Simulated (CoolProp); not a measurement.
Saturation properties of sulfur dioxide (Tc = 157.5 °C, pc = 78.87 bar, ω = 0.256).

Values from CoolProp's reference Helmholtz-energy equation of state, Gao 2016.

```json
[
 {"T (°C)": "-30.25", "p (bar)": "0.3752", "liquid density (kg/m³)": "1514", "vapour density (kg/m³)": "1.207", "liquid cp (kJ/(kg K))": "1.358", "surface tension (mN/m)": "32.5"},
 {"T (°C)": "-27.65", "p (bar)": "0.4309", "liquid density (kg/m³)": "1507", "vapour density (kg/m³)": "1.373", "liquid cp (kJ/(kg K))": "1.358", "surface tension (mN/m)": "32.0"},
 {"T (°C)": "-25.15", "p (bar)": "0.4907", "liquid density (kg/m³)": "1501", "vapour density (kg/m³)": "1.550", "liquid cp (kJ/(kg K))": "1.358", "surface tension (mN/m)": "31.5"},
 {"T (°C)": "-22.55", "p (bar)": "0.5599", "liquid density (kg/m³)": "1494", "vapour density (kg/m³)": "1.754", "liquid cp (kJ/(kg K))": "1.358", "surface tension (mN/m)": "31.0"},
 {"T (°C)": "-19.95", "p (bar)": "0.6368", "liquid density (kg/m³)": "1487", "vapour density (kg/m³)": "1.978", "liquid cp (kJ/(kg K))": "1.359", "surface tension (mN/m)": "30.5"},
 {"T (°C)": "-17.35", "p (bar)": "0.7220", "liquid density (kg/m³)": "1481", "vapour density (kg/m³)": "2.224", "liquid cp (kJ/(kg K))": "1.359", "surface tension (mN/m)": "30.0"},
 {"T (°C)": "-14.75", "p (bar)": "0.8162", "liquid density (kg/m³)": "1474", "vapour density (kg/m³)": "2.494", "liquid cp (kJ/(kg K))": "1.360", "surface tension (mN/m)": "29.4"},
 {"T (°C)": "-12.15", "p (bar)": "0.9201", "liquid density (kg/m³)": "1467", "vapour density (kg/m³)": "2.789", "liquid cp (kJ/(kg K))": "1.360", "surface tension (mN/m)": "28.9"},
 {"T (°C)": "-9.55", "p (bar)": "1.034", "liquid density (kg/m³)": "1460", "vapour density (kg/m³)": "3.111", "liquid cp (kJ/(kg K))": "1.361", "surface tension (mN/m)": "28.4"},
 {"T (°C)": "-6.95", "p (bar)": "1.160", "liquid density (kg/m³)": "1454", "vapour density (kg/m³)": "3.462", "liquid cp (kJ/(kg K))": "1.363", "surface tension (mN/m)": "27.9"},
 {"T (°C)": "-4.35", "p (bar)": "1.297", "liquid density (kg/m³)": "1447", "vapour density (kg/m³)": "3.844", "liquid cp (kJ/(kg K))": "1.364", "surface tension (mN/m)": "27.4"},
 {"T (°C)": "-1.85", "p (bar)": "1.441", "liquid density (kg/m³)": "1440", "vapour density (kg/m³)": "4.241", "liquid cp (kJ/(kg K))": "1.365", "surface tension (mN/m)": "26.9"},
 {"T (°C)": "0.75", "p (bar)": "1.603", "liquid density (kg/m³)": "1433", "vapour density (kg/m³)": "4.688", "liquid cp (kJ/(kg K))": "1.367", "surface tension (mN/m)": "26.4"},
 {"T (°C)": "3.35", "p (bar)": "1.780", "liquid density (kg/m³)": "1426", "vapour density (kg/m³)": "5.171", "liquid cp (kJ/(kg K))": "1.369", "surface tension (mN/m)": "25.9"}
]
```

It boils at -10.0 °C under 1 atm.

Surface tension comes from a separate correlation (Mulero 2012).
